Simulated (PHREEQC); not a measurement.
KOH is added in steps, without added water, to 1 kg of water holding 0.045 mol/kgw NaH2PO4 and 0.00038 mol/kgw H2SO4, at 20 °C. O2 is buffered at 0.21 atm. CO2 from the air is kept out. Only these solids could form: Mirabilite.

Base run: PHREEQC, ion-association model, wateq4f.dat. Each further column changes one thing. The table gives PO4-3 (mol/kgw).

| KOH added (mol) | base | Debye-Hückel limiting law | metal-ligand complexes left out | database phreeqc.dat | Davies equation for every ion |
|---|---|---|---|---|---|
| 0 | 2.93e-13 | (withheld) | 2.94e-13 | 3.21e-13 | 3.03e-13 |
| 0.0057 | 5.59e-9 | (withheld) | 6.10e-9 | (withheld) | 5.67e-9 |
| 0.0114 | 3.08e-8 | 3.81e-8 | 3.38e-8 | (withheld) | 3.13e-8 |
| 0.01995 | 1.37e-7 | 1.77e-7 | 1.51e-7 | 1.58e-7 | 1.39e-7 |
| 0.02565 | 3.00e-7 | (withheld) | 3.33e-7 | 3.49e-7 | 3.04e-7 |
| 0.03135 | 6.41e-7 | 8.75e-7 | 7.15e-7 | 7.55e-7 | 6.47e-7 |
| 0.03705 | 1.51e-6 | 2.12e-6 | 1.69e-6 | 1.80e-6 | 1.52e-6 |
| 0.0456 | 8.03e-5 | 0.000107 | 8.78e-5 | 9.27e-5 | 8.06e-5 |
| 0.0513 | 0.00481 | (withheld) | 0.00485 | 0.00492 | 0.00482 |
| 0.057 | 0.00962 | 0.0105 | 0.00971 | (withheld) | 0.00964 |

Question: Fill in the missing entries.

Answer: 
- 0, Debye-Hückel limiting law: 4.49e-13
- 0.0057, Debye-Hückel limiting law: 6.69e-9
- 0.0057, database phreeqc.dat: 6.21e-9
- 0.0114, database phreeqc.dat: 3.47e-8
- 0.02565, Debye-Hückel limiting law: 3.98e-7
- 0.0513, Debye-Hückel limiting law: 0.00517
- 0.057, database phreeqc.dat: 0.00988

H3PO4, which wateq4f.dat lacks, is added to it with the constant of phreeqc.dat.  phreeqc.dat and wateq4f.dat share most of their constants, so their agreement is no independent check.
